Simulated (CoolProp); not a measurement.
Properties of n-perfluorohexane along the isobar 0.477 MPa (Tc = 174.9 °C, pc = 1.742 MPa, ω = 0.497).

Computed with CoolProp (reference Helmholtz-energy equation of state, Gao 2022).

| T (°C) | phase | cp (kJ/(kg K)) | cv (kJ/(kg K)) |
|---|---|---|---|
| 53.85 | liquid | 1.091 | 0.8913 |
| 67.45 | liquid | ___ | 0.9088 |
| 81.15 | liquid | 1.138 | 0.9260 |
| 94.85 | liquid | ___ | 0.9429 |
| 108.45 | liquid | 1.196 | 0.9599 |
| 122.15 | gas | 1.000 | 0.9394 |
| 135.85 | gas | ___ | ___ |
| 149.55 | gas | 1.014 | ___ |
| 163.15 | gas | 1.022 | 0.9778 |
| 176.85 | gas | 1.032 | 0.9901 |

Task: Complete the blanks.

Result: 
- 67.45, cp (kJ/(kg K)): 1.114
- 94.85, cp (kJ/(kg K)): 1.164
- 135.85, cp (kJ/(kg K)): 1.006
- 135.85, cv (kJ/(kg K)): 0.9524
- 149.55, cv (kJ/(kg K)): 0.9653
